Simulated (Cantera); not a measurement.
Gas mixture: 100 % N₂O, at 1.00 atm, frozen composition.

Cantera's kinetic-theory transport with the Lennard-Jones parameters of GRI-Mech 3.0, ideal gas; thermal conductivity in the mixture-averaged form. The composition is frozen, though it would react at the higher temperatures.

One state of this run: ρ (kg/m³) = 0.975; cp (J/kg/K) = 1073; μ (µPa s) = 25.5; λ (mW/m/K) = 37.0; Pr = 0.739; D (cm²/s) CH₃ = 0.518; D (cm²/s) CO₂ = 0.346; D (cm²/s) OH = 0.717. D: mixture-averaged diffusion coefficient of that species in the mixture.

### Question
Which value of T (K) does it belong to?
A) 1300
B) 700
C) 400
D) 550

### Answer
D, 550
